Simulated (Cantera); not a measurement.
A perfectly stirred reactor is fed with 41.7 % NH3, 58.3 % H2, at 0.570 bar; it is held at 1825 K, and followed from long to short residence time.

Cantera simulation using the gas-phase N/H chemistry of the illustrative SiF4/NH3 mechanism in the Surface Chemkin manual (1991); the numbers are that mechanism's predictions, not measurements. Walls and surfaces, which speed up NH3 decomposition in real reactors, are not modelled.

One state of this run: x NH3 = 0.310; x H2 = 0.652; x N2H2 = 5.60e-7; x N2 = 0.0374; x N = 1.21e-7; x H = 0.000171; x NH2 = 0.000220. x: mole fraction; the columns are a selection and need not sum to one.

Task: Which value of τ (s) does it belong to?
A) 0.0026
B) 0.18
C) 0.41
D) 0.014

Result: B, 0.18
